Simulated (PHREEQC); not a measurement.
0.98 g of hydrous ferric oxide (600 m²/g; 0.2 weak and 0.005 strong sites per Fe, Dzombak-Morel constants, diffuse double layer) in 1 kg of water with 0.005 mol/kgw of an inert sodium salt and 2.3e-06 mol/kgw Ag2SO4, at 25 °C; the pH is set by adding NaOH or the inert anion's acid. Oxygen is held at 0.21 atm. The system is closed to CO2. Precipitation was switched off in this run.

Computed with PHREEQC (ion-association model, wateq4f.dat).

```
pH    S sorbed (%)  Ag sorbed (%)  surface charge σ (C/m²)  surface potential ψ (mV)
----  ------------  -------------  -----------------------  ------------------------
3            100.0            0.0                    0.307                       212
3.75         100.0            0.2                    0.217                       199
4.5          100.0            1.8                    0.134                       176
4.88         100.0            4.7                    0.101                       162
5.62          99.6           22.8                    0.054                       131
6.38          92.8           62.9                    0.026                        95
7.12          37.8           90.2                    0.011                        55
7.5           10.6           95.6                    0.006                        34
8.25           0.4           99.2                   -0.001                        -8
9              0.0           99.9                   -0.009                       -50
```

The oxide is taken as insoluble; below pH 4 it would dissolve.
